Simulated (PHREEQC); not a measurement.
A PHREEQC input (ion-association model, wateq4f.dat):

```
SOLUTION 1
  temp 25
  units mg/L
  pH 6.45
  pe 10.4
  Na 44.7
  K 15.9
  Ca 106
  Mg 8.67
  Cl 119
  S(6) 0.257 as SO4
  Alkalinity 309 as HCO3
  Ni 9.15
  F 1.54
END
USE solution 1
EQUILIBRIUM_PHASES 1
  Quartz 0 0.5
  Fluorite 0 0
  CO2(g) 3.4 10
END
```

The run finishes without an error or a warning.

Its last state differs from that of the intended input:

| quantity | as run | intended |
|---|---|---|
| pH | 3.14 | 8.76 |
| ionic strength (mol/kgw) | 0.0122 | 0.0105 |
| HCO3- (mol/kgw) | 0.00571 | 0.00380 |
| CaCO3 (mol/kgw) | 9.10e-10 | 0.000237 |
| CO3-2 (mol/kgw) | 5.13e-10 | 0.000138 |
| NiCO3 (mol/kgw) | 1.62e-7 | 0.000125 |
| SI of Ni(OH)2 (Ni(OH)2) | -8.86 | -0.02 |

Task: One thing in the input isn't as intended. What explains the difference?

Result: This is not unique; one that fits is The fault: the CO2 pressure typed with the wrong sign of its logarithm. The line should read `CO2(g) -3.4` where the input has `CO2(g) 3.4`.
